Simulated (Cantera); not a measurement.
An isothermal, constant-pressure homogeneous reactor starts with 1.38 % H2, 98.6 % O2, at 1275 K and 10.00 Torr.

Cantera simulation using the H2/O2 subset of GRI-Mech 3.0, which has no nitrogen chemistry; the numbers are that mechanism's predictions, not measurements. Radical loss at walls, strong at low pressure, is not modelled.

x: mole fraction; the columns are a selection and need not sum to one.

| t (s) | x H2 | x O2 | x OH | x HO2 | x H |
|---|---|---|---|---|---|
| 1.00e-5 | 0.0138 | 0.986 | 6.90e-11 | 4.75e-10 | 4.06e-10 |
| 5.47e-5 | 0.0138 | 0.986 | 1.35e-9 | 2.60e-9 | 1.32e-9 |
| 0.000299 | 0.0138 | 0.986 | 1.62e-8 | 1.42e-8 | 4.15e-9 |
| 0.00164 | 0.0138 | 0.986 | 1.69e-6 | 8.17e-8 | 3.12e-7 |
| 0.00894 | 8.81e-5 | 0.974 | 0.00137 | 9.17e-7 | 0.000690 |
| 0.0489 | 6.27e-5 | 0.976 | 0.00120 | 8.19e-7 | 0.000491 |
| 0.267 | 2.63e-5 | 0.982 | 0.000782 | 5.36e-7 | 0.000130 |
| 1.46 | [?] | 0.986 | [?] | [?] | [?] |
| 8.00 | [?] | 0.986 | [?] | [?] | [?] |

Q: Complete the blanks.

A: 
- 1.46, x H2: 2.99e-6
- 1.46, x OH: 0.000265
- 1.46, x HO2: 1.46e-7
- 1.46, x H: 4.86e-6
- 8.00, x H2: 1.83e-7
- 8.00, x OH: 6.58e-5
- 8.00, x HO2: 1.89e-8
- 8.00, x H: 7.42e-8
